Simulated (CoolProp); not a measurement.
Decamethyltetrasiloxane (MD2M) along the isotherm 326.85 °C: fugacity coefficient from the reference equation and from simpler models built on Tc = 326.2 °C, pc = 1.144 MPa, ω = 0.635; each cubic takes its own stable root.

Values from CoolProp's reference Helmholtz-energy equation of state, Thol 2017.

```json
[
 {"p (MPa)": "0.22", "phase": "gas", "reference": "0.9391"},
 {"p (MPa)": "0.44", "phase": "gas", "reference": "0.8793"},
 {"p (MPa)": "0.66", "phase": "gas", "reference": "0.8196"},
 {"p (MPa)": "0.88", "phase": "gas", "reference": "0.7587"},
 {"p (MPa)": "1.1", "phase": "gas", "reference": "0.6928"},
 {"p (MPa)": "1.32", "phase": "supercritical", "reference": "0.6052"},
 {"p (MPa)": "1.54", "phase": "supercritical", "reference": "0.5356"},
 {"p (MPa)": "1.76", "phase": "supercritical", "reference": "0.4832"},
 {"p (MPa)": "1.98", "phase": "supercritical", "reference": "0.4424"},
 {"p (MPa)": "2.2", "phase": "supercritical", "reference": "0.4098"},
 {"p (MPa)": "2.42", "phase": "supercritical", "reference": "0.3833"},
 {"p (MPa)": "2.64", "phase": "supercritical", "reference": "0.3614"},
 {"p (MPa)": "2.86", "phase": "supercritical", "reference": "0.3429"}
]
```

**Question.** How far does each simpler model (van der Waals, Redlich-Kwong, Soave-Redlich-Kwong, Peng-Robinson) lie from the reference over these 13 states: mean and median of the absolute difference, and the worst?

**Answer.** 
- van der Waals: mean 6.5 %, median 5.9 %, worst +14.7 % at 326.85 °C and 2.86 MPa
- Redlich-Kwong: mean 1.5 %, median 1.5 %, worst +3.5 % at 326.85 °C and 2.86 MPa
- Soave-Redlich-Kwong: mean 1.6 %, median 1.5 %, worst +3.7 % at 326.85 °C and 2.86 MPa
- Peng-Robinson: mean 3.2 %, median 3.3 %, worst -4.8 % at 326.85 °C and 1.1 MPa
